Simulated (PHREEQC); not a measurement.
Alkaline etch or developer: speciation

Make-up at 25 °C: 0.28 mol NaOH and 0.00022 mol NaAlO2 per kg of water. Closed to the air; pH follows from the charge balance.

The numbers come from PHREEQC with the ion-association model, phreeqc.dat.

The pH is 13.28 and the ionic strength is 0.280 mol/kgw. The activity of water is 0.990 and the specific conductance is 52900 µS/cm. The density is 1.009 g/cm³ and the total alkalinity is 281 meq/kg.

```
species   molality  activity   log γ
--------  --------  --------  ------
Na+          0.280     0.205  -0.135
OH-          0.280     0.190  -0.168
Al(OH)4-  0.000220  0.000155  -0.151
```

Precipitation was switched off in this run.
